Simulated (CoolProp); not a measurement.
Properties of octamethyltrisiloxane (MDM) along the isobar 8.27 bar.

The numbers come from the reference Helmholtz-energy equation of state, Thol 2017 in CoolProp.

```
T (K)   phase  density (kg/m³)  cv (kJ/(kg K))  expansivity (1/kK)  fugacity coefficient
-----  ------  ---------------  --------------  ------------------  --------------------
343.3  liquid            770.6           1.579               1.350              0.007718
365.3  liquid            747.4           1.634               1.437               0.01919
387.3  liquid            723.3           1.691               1.545               0.04151
409.2  liquid            698.2           1.747               1.683               0.07987
431.2  liquid            671.5           1.802               1.867                0.1402
453.2  liquid            642.8           1.857               2.124                0.2271
475.2  liquid            611.1           1.911               2.508                0.3436
497.1  liquid            574.7           1.964               3.154                0.4893
519.1  liquid            529.3           2.019               4.554                0.6625
541.1     gas            62.62           2.042               7.168                0.7726
```
